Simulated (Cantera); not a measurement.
Charge: 1 mol SiC, 0.16 mol H2O, 130 mol N2, 0.75 mol O2, held at 1.00 bar.

Method: chemical equilibrium by Gibbs-energy minimisation in Cantera with the NASA 1993 tables (ideal gas, pure condensed phases). Candidate condensed phases: C, C6H6, C7H8, C8H18, H2O, Si, SiC, SiO2, Si2N2O, Si3N4; 151 gas species. N2 is the only nitrogen source here; it is nearly inert below about 1500 K, so the nitride shown seldom forms there in practice. Mutual solubility and eutectic melting of coexisting phases are not modelled. The tables hold silica as quartz up to 1696 K and as liquid above; real silica turns to tridymite and cristobalite and melts near 1996 K. Equilibrium is a limit: real reactors are often held back by kinetics, nucleation or transport.

**Question.** What share of the Si ends up in condensed phases as a function of T (K), at 973, 1073, 1173, 1273, 1373, 1473, 1573, 1673, 1773, 1873, 1973?

**Answer.** 
```tsv
T (K)	Si condensed (%)	as
973	100.0	SiO2(β-quartz) + Si2N2O(s)
1073	100.0	SiO2(β-quartz) + Si2N2O(s)
1173	100.0	SiO2(β-quartz) + Si2N2O(s)
1273	100.0	SiO2(β-quartz) + Si2N2O(s)
1373	100.0	SiO2(β-quartz) + Si2N2O(s)
1473	100.0	SiO2(β-quartz) + Si2N2O(s)
1573	99.8	SiO2(β-quartz) + Si2N2O(s)
1673	98.2	SiO2(β-quartz) + Si2N2O(s)
1773	86.3	SiO2(condensed) + Si2N2O(s)
1873	68.0	Si2N2O(s)
1973	66.6	Si2N2O(s)
```
